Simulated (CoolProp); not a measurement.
Vapour-liquid equilibrium of benzene (1) + m-xylene (2) at 519.8 K; x and y are mole fractions of (1).

Model: multi-fluid Helmholtz-energy mixture model, Thol 2012 and Zhou 2012; pair parameters Bell 2016, in CoolProp.

```tsv
x	bubble pressure (MPa)	y at the bubble point	dew pressure at overall composition x (MPa)	liquid density (mol/L)
0.05	1.016	0.108	0.9712	5.994
0.125	1.139	0.244	1.031	6.090
0.2	1.264	0.357	1.097	6.187
0.275	1.391	0.454	1.171	6.287
0.35	1.521	0.538	1.255	6.389
0.425	1.655	0.611	1.351	6.492
0.5	1.792	0.677	1.460	6.597
0.575	1.935	0.737	1.586	6.702
0.65	2.082	0.791	1.733	6.808
0.725	2.235	0.841	1.905	6.913
0.8	2.394	0.888	2.108	7.017
0.875	2.560	0.932	2.349	7.116
0.95	2.734	0.973	2.635	7.210
```

No azeotrope shows between x = 0.05 and 0.95.

The pair parameters rest on a limited set of measurements; away from them the model extrapolates.
